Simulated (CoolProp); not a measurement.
Water along the isotherm 467.85 °C: Z from the reference equation and from simpler models built on Tc = 373.9 °C, pc = 22.06 MPa, ω = 0.344; each cubic takes its own stable root.

Values from CoolProp's reference Helmholtz-energy equation of state, Wagner 2002.

```csv
p (MPa),phase,reference
4.6,gas,0.9574
9.19,gas,0.9117
13.8,gas,0.8623
18.4,gas,0.8093
23,supercritical,0.7527
27.6,supercritical,0.6925
32.2,supercritical,0.6295
36.8,supercritical,0.5659
41.4,supercritical,0.5069
46,supercritical,0.4602
50.6,supercritical,0.4306
55.2,supercritical,0.4161
```

**Question.** How far does each simpler model (Redlich-Kwong, Soave-Redlich-Kwong, Peng-Robinson) lie from the reference over these 12 states: mean and median of the absolute difference, and the worst?

**Answer.** 
- Redlich-Kwong: mean 5.5 %, median 3.6 %, worst +20.8 % at 467.85 °C and 55.2 MPa
- Soave-Redlich-Kwong: mean 11.3 %, median 5.1 %, worst +36.6 % at 467.85 °C and 55.2 MPa
- Peng-Robinson: mean 7.8 %, median 2.0 %, worst +27.2 % at 467.85 °C and 55.2 MPa
